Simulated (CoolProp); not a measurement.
A single-stage vapour-compression cycle with CH2F2 (R32): evaporating at 221.15 K (dew point), condensing at 289.15 K (bubble point), superheat 0 K, subcooling 2 K, compressor efficiency 0.65, no pressure losses. Each further row changes one setting.

Model: reference Helmholtz-energy equation of state, Tillner-Roth 1997, in CoolProp.

```csv
case,cooling COP,pressure ratio,discharge temperature (K),refrigerating effect (kJ/kg),volumetric capacity (kJ/m³)
as stated,1.55,13.2,427.9,271,797
evaporating temperature 226.15 K,1.75,10.3,412.7,274,1020
condensing temperature 284.15 K,1.72,11.5,415.2,280,824
subcooling 7 K,1.60,13.2,427.9,280,824
```
